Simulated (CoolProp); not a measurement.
The numbers come from the reference Helmholtz-energy equation of state, Lemmon 2006 in CoolProp. It is a short technical equation, of lower accuracy than the large ones.

### Question
For toluene, give the phase and the density (kg/m³), cv (kJ/(kg K)), speed of sound (m/s) at 92.85 °C and 8.6 bar; 92.85 °C and 15.5 bar.

### Answer
- 92.85 °C and 8.6 bar: liquid; density 798, cv 1.47, speed of sound 1030
- 92.85 °C and 15.5 bar: liquid; density 799, cv 1.47, speed of sound 1040
